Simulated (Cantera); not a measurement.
## Premixed flame

A freely propagating, adiabatic, planar premixed flame of CH4 : H2 : O2 : N2 = 1 : 0.06 : 2.16 : 8.64 (molar parts), equivalence ratio 0.94, unburnt at 550 K and 82.5 Torr; mixture-averaged transport, grid criteria slope 0.08 and curve 0.16, no radiation.

Cantera simulation using GRI-Mech 3.0 (53 species, 325 reactions); the numbers are that mechanism's predictions, not measurements. Burning velocities carry a grid error of a few per cent, more on coarse grids.

```tsv
z (mm)	T (K)	u (m/s)	x CH4	x H2	x O2	x H	x CH2	x NO
-7.63	550	1.54	0.0843	0.00545	0.182	<1e-8	<1e-8	<1e-8
-5.09	550	1.55	0.0842	0.00656	0.182	2.29e-7	<1e-8	<1e-8
-3.82	553	1.56	0.0838	0.00827	0.181	2.67e-6	<1e-8	<1e-8
-2.54	587	1.66	0.0816	0.0125	0.179	4.78e-5	1.62e-8	2.80e-8
-1.27	872	2.50	0.0635	0.0211	0.158	0.000688	6.40e-7	4.27e-7
-0.636	1241	3.60	0.0368	0.0257	0.122	0.00211	1.41e-5	1.29e-6
0	1610	4.72	0.0101	0.0257	0.0775	0.00571	4.86e-5	3.14e-6
0.636	1764	5.19	0.00108	0.0200	0.0491	0.0103	1.41e-5	5.57e-6
1.27	1796	5.28	6.11e-5	0.0161	0.0380	0.0132	9.33e-7	7.17e-6
2.54	1817	5.32	2.04e-7	0.0152	0.0321	0.0152	<1e-8	8.58e-6
5.09	1841	5.37	<1e-8	0.0156	0.0297	0.0155	<1e-8	1.01e-5
10.2	1872	5.44	<1e-8	0.0152	0.0285	0.0141	<1e-8	1.29e-5
20.4	1920	5.56	<1e-8	0.0141	0.0272	0.0115	<1e-8	1.85e-5
```
x: mole fraction of selected species; z is measured from the peak of heat release.

```yaml
laminar_burning_velocity: 154 cm/s
thermal_thickness: 2.54 mm
peak x(H): 0.0156
peak x(CH2): 4.86e-5
grid_points: 157
```
